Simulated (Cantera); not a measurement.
An isothermal, constant-pressure homogeneous reactor starts with NO : N₂ = 1 : 0.37 (molar parts), at 2125 K and 0.133 bar. Integrator tolerance rtol = 1e-08.

Computed with Cantera and GRI-Mech 3.0 (53 species, 325 reactions).

Question: What does this change do: NO 1 to 3.4 parts?

Answer: 
```tsv
quantity	before	after
x(NO) at 2.00 s	0.0532 (gas-phase equilibrium 0.0124)	0.0529 (gas-phase equilibrium 0.0128)
x(O) at 2.00 s	0.00265 (gas-phase equilibrium 0.00272)	0.00296 (gas-phase equilibrium 0.00303)
x(NO₂) at 2.00 s	3.47e-5 (gas-phase equilibrium 8.33e-6)	3.87e-5 (gas-phase equilibrium 9.58e-6)
x(N₂O) at 2.00 s	1.05e-6 (gas-phase equilibrium 2.25e-7)	9.89e-7 (gas-phase equilibrium 2.16e-7)
x(O₂) at 2.00 s	0.337 (gas-phase equilibrium 0.357)	0.422 (gas-phase equilibrium 0.442)
```

Question: What does this change do: 0.029 parts H2O added?

Answer: 
| quantity | before | after |
|---|---|---|
| x(NO) at 2.00 s | 0.0532 (gas-phase equilibrium 0.0124) | 0.0473 (gas-phase equilibrium 0.0121) |
| x(O) at 2.00 s | 0.00265 (gas-phase equilibrium 0.00272) | 0.00262 (gas-phase equilibrium 0.00269) |
| x(NO₂) at 2.00 s | 3.47e-5 (gas-phase equilibrium 8.33e-6) | 3.07e-5 (gas-phase equilibrium 8.04e-6) |
| x(N₂O) at 2.00 s | 1.05e-6 (gas-phase equilibrium 2.25e-7) | 7.33e-7 (gas-phase equilibrium 2.17e-7) |
| x(O₂) at 2.00 s | 0.337 (gas-phase equilibrium 0.357) | 0.331 (gas-phase equilibrium 0.349) |
